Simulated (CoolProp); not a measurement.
Octamethylcyclotetrasiloxane (D4) along the isobar 2 MPa: density (kg/m³) from the reference equation and from simpler models built on Tc = 313.4 °C, pc = 1.347 MPa, ω = 0.598; each cubic takes its own stable root.

The numbers come from the reference Helmholtz-energy equation of state, Thol 2015 in CoolProp.

```tsv
T (°C)	phase	reference
93.45	liquid	875.8
119.05	liquid	845.6
144.55	liquid	814.7
170.05	liquid	782.5
195.65	liquid	748.2
221.15	liquid	711.5
246.75	liquid	670.6
272.25	liquid	623.2
297.85	liquid	562.7
```

Question: How far does each simpler model (van der Waals, Redlich-Kwong, Peng-Robinson) lie from the reference over these 9 states: mean and median of the absolute difference, and the worst?

Answer: 
- van der Waals: mean 38.8 %, median 39.2 %, worst -41.4 % at 93.45 °C and 2 MPa
- Redlich-Kwong: mean 16.1 %, median 15.7 %, worst -17.8 % at 297.85 °C and 2 MPa
- Peng-Robinson: mean 2.6 %, median 2.6 %, worst -4.8 % at 297.85 °C and 2 MPa
